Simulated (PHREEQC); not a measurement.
1.1 g of hydrous ferric oxide (600 m²/g; 0.2 weak and 0.005 strong sites per Fe, Dzombak-Morel constants, diffuse double layer) in 1 kg of water with 0.05 mol/kgw of an inert sodium salt and 1.8 mmol/kgw SrCl2, at 25 °C; the pH is set by adding NaOH or the inert anion's acid. Oxygen is held at 0.21 atm. The system is closed to CO2. Nothing may precipitate in this run.

Base run: PHREEQC, ion-association model, wateq4f.dat. Each further column changes one thing. The table gives surface charge σ (C/m²).

| pH | base | background salt from 0.05 to 0.005 mol/kgw | oxide from 1.1 to 5.5 g/kgw | 0.00026 mol/kgw ZnCl2 added |
|---|---|---|---|---|
| 3 | 0.358 | 0.328 | 0.359 | 0.359 |
| 3.5 | 0.338 | 0.280 | 0.340 | 0.339 |
| 4.5 | 0.244 | 0.164 | 0.247 | 0.245 |
| 5 | 0.186 | 0.116 | 0.188 | 0.187 |
| 5.5 | 0.134 | 0.078 | 0.136 | 0.136 |
| 6.5 | 0.060 | 0.031 | 0.061 | 0.066 |
| 7 | 0.037 | 0.018 | 0.037 | 0.043 |
| 7.5 | 0.020 | 0.010 | 0.020 | 0.024 |
| 8.5 | -0.005 | -0.002 | -0.006 | -0.001 |
| 9 | -0.011 | -0.004 | -0.017 | -0.008 |

The oxide is taken as insoluble; below pH 4 it would dissolve.
